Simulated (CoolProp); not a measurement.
Saturated liquid density (kg/m³) of nitrogen: the reference equation beside estimates from Tc = -147.0 °C, pc = 33.96 bar, ω = 0.037. Rackett uses Z = 0.29056 − 0.08775 ω.

The numbers come from the reference Helmholtz-energy equation of state, Span 2000 in CoolProp.

```json
[
 {"T (°C)": "-198.85", "reference": "819.8", "Rackett": "830.5", "van der Waals": "563.1", "Redlich-Kwong": "830.0", "Soave-Redlich-Kwong": "822.5", "Peng-Robinson": "928.5"},
 {"T (°C)": "-193.05", "reference": "793.5", "Rackett": "804.1", "van der Waals": "545.3", "Redlich-Kwong": "799.1", "Soave-Redlich-Kwong": "793.2", "Peng-Robinson": "896.6"},
 {"T (°C)": "-187.25", "reference": "765.7", "Rackett": "776.3", "van der Waals": "526.1", "Redlich-Kwong": "765.4", "Soave-Redlich-Kwong": "761.1", "Peng-Robinson": "861.2"},
 {"T (°C)": "-181.45", "reference": "736.1", "Rackett": "746.5", "van der Waals": "505.2", "Redlich-Kwong": "728.3", "Soave-Redlich-Kwong": "725.5", "Peng-Robinson": "821.8"},
 {"T (°C)": "-175.65", "reference": "704.1", "Rackett": "714.3", "van der Waals": "482.2", "Redlich-Kwong": "687.1", "Soave-Redlich-Kwong": "685.8", "Peng-Robinson": "777.2"},
 {"T (°C)": "-169.85", "reference": "668.7", "Rackett": "678.8", "van der Waals": "456.5", "Redlich-Kwong": "640.9", "Soave-Redlich-Kwong": "640.8", "Peng-Robinson": "726.3"},
 {"T (°C)": "-164.05", "reference": "628.3", "Rackett": "638.4", "van der Waals": "427.1", "Redlich-Kwong": "587.9", "Soave-Redlich-Kwong": "588.9", "Peng-Robinson": "666.7"},
 {"T (°C)": "-158.25", "reference": "579.7", "Rackett": "590.1", "van der Waals": "392.0", "Redlich-Kwong": "525.0", "Soave-Redlich-Kwong": "526.7", "Peng-Robinson": "594.3"}
]
```

Absolute difference from the reference over all 8 rows, mean and median: Rackett 1.5 and 1.4 %, van der Waals 31.6 and 31.4 %, Redlich-Kwong 3.2 and 1.8 %, Soave-Redlich-Kwong 3.1 and 2.0 %, Peng-Robinson 9.7 and 11.0 %.
